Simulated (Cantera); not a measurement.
Input: 1 mol AlN, 11 mol O2, 70 mol H2, 36 mol HCl, at 7.10 Pa.

Cantera equilibrium calculation (NASA polynomials, part measured and part estimated; ideal gas, pure solids and liquids). Candidate condensed phases: Al, AlCl3, AlN, Al2O3, H2O, NH4Cl; 45 gas species. The numbers say what is thermodynamically allowed, not how fast it happens. All values below are at 1300 °C.

Base state: H2 0.463, HCl 0.335, H2O 0.192, N2 0.00468, H 0.00328, Cl 0.00189, OH 4.91e-5 (mole fractions); condensed: Al2O3(s).

Q: What changes in the equilibrium state with this change: pressure from 7.10 Pa to 17.0 Pa?

A: 
| species | before | after |
|---|---|---|
| H2 | 0.463 | 0.464 |
| HCl | 0.335 | 0.336 |
| H2O | 0.192 | 0.192 |
| H | 0.00328 | 0.00212 |
| OH | 4.91e-5 | 3.18e-5 |
| Cl | 0.00189 | 0.00122 |
| N2 | 0.00468 | 0.00469 |
| Al2O3(s), mol | 0.500 | 0.500 |
